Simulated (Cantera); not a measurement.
Feed: 1 mol SiO2, 9.1 mol HCl, equilibrated at 5.70 mbar.

These are equilibrium values from Cantera (NASA tables, ideal gas, pure condensed phases), not measurements of a reactor. Candidate condensed phases: H2O, Si, SiO2; 30 gas species. The tables' values for SiCl3 are old estimates; treat these amounts as uncertain. The tables hold silica as quartz up to 1696 K and as liquid above; real silica turns to tridymite and cristobalite and melts near 1996 K. Kinetics and transport are ignored.

log p: log10 of the partial pressure in bar; n: condensed amount in mol.

```json
[
 {"T (K)": "600", "log p HCl": "-2.24", "log p Cl": "-13.10", "log p H2": "-10.77", "log p SiO": "<-14", "n SiO2(α-quartz)": "1.000", "n SiO2(β-quartz)": "0", "n SiO2(condensed)": "0"},
 {"T (K)": "700", "log p HCl": "-2.24", "log p Cl": "-10.99", "log p H2": "-9.61", "log p SiO": "<-14", "n SiO2(α-quartz)": "1.000", "n SiO2(β-quartz)": "0", "n SiO2(condensed)": "0"},
 {"T (K)": "800", "log p HCl": "-2.24", "log p Cl": "-9.41", "log p H2": "-8.71", "log p SiO": "<-14", "n SiO2(α-quartz)": "1.000", "n SiO2(β-quartz)": "0", "n SiO2(condensed)": "0"},
 {"T (K)": "900", "log p HCl": "-2.24", "log p Cl": "-8.20", "log p H2": "-7.98", "log p SiO": "<-14", "n SiO2(α-quartz)": "0", "n SiO2(β-quartz)": "1.000", "n SiO2(condensed)": "0"},
 {"T (K)": "1000", "log p HCl": "-2.24", "log p Cl": "-7.26", "log p H2": "-7.32", "log p SiO": "<-14", "n SiO2(α-quartz)": "0", "n SiO2(β-quartz)": "1.000", "n SiO2(condensed)": "0"},
 {"T (K)": "1100", "log p HCl": "-2.24", "log p Cl": "-6.52", "log p H2": "-6.72", "log p SiO": "<-14", "n SiO2(α-quartz)": "0", "n SiO2(β-quartz)": "1.000", "n SiO2(condensed)": "0"},
 {"T (K)": "1200", "log p HCl": "-2.24", "log p Cl": "-5.92", "log p H2": "-6.18", "log p SiO": "[?]", "n SiO2(α-quartz)": "0", "n SiO2(β-quartz)": "1.000", "n SiO2(condensed)": "0"},
 {"T (K)": "1300", "log p HCl": "-2.24", "log p Cl": "-5.42", "log p H2": "-5.70", "log p SiO": "[?]", "n SiO2(α-quartz)": "0", "n SiO2(β-quartz)": "0.999", "n SiO2(condensed)": "0"},
 {"T (K)": "1400", "log p HCl": "-2.25", "log p Cl": "-5.00", "log p H2": "-5.29", "log p SiO": "[?]", "n SiO2(α-quartz)": "0", "n SiO2(β-quartz)": "0.999", "n SiO2(condensed)": "0"},
 {"T (K)": "1500", "log p HCl": "-2.25", "log p Cl": "-4.63", "log p H2": "-4.93", "log p SiO": "[?]", "n SiO2(α-quartz)": "0", "n SiO2(β-quartz)": "0.999", "n SiO2(condensed)": "0"},
 {"T (K)": "1600", "log p HCl": "-2.25", "log p Cl": "-4.31", "log p H2": "-4.62", "log p SiO": "[?]", "n SiO2(α-quartz)": "0", "n SiO2(β-quartz)": "0.998", "n SiO2(condensed)": "0"},
 {"T (K)": "1700", "log p HCl": "-2.26", "log p Cl": "-4.02", "log p H2": "-4.35", "log p SiO": "[?]", "n SiO2(α-quartz)": "0", "n SiO2(β-quartz)": "0", "n SiO2(condensed)": "0.994"},
 {"T (K)": "1800", "log p HCl": "-2.27", "log p Cl": "-3.76", "log p H2": "-4.14", "log p SiO": "[?]", "n SiO2(α-quartz)": "0", "n SiO2(β-quartz)": "0", "n SiO2(condensed)": "0.979"},
 {"T (K)": "1900", "log p HCl": "-2.28", "log p Cl": "-3.52", "log p H2": "-3.97", "log p SiO": "[?]", "n SiO2(α-quartz)": "0", "n SiO2(β-quartz)": "0", "n SiO2(condensed)": "0.936"}
]
```

Problem. Some entries are withheld; supply them.

Solution. 
- 1200, log p SiO: -13.38
- 1300, log p SiO: -11.21
- 1400, log p SiO: -9.36
- 1500, log p SiO: -7.76
- 1600, log p SiO: -6.43
- 1700, log p SiO: -5.51
- 1800, log p SiO: -4.90
- 1900, log p SiO: -4.41
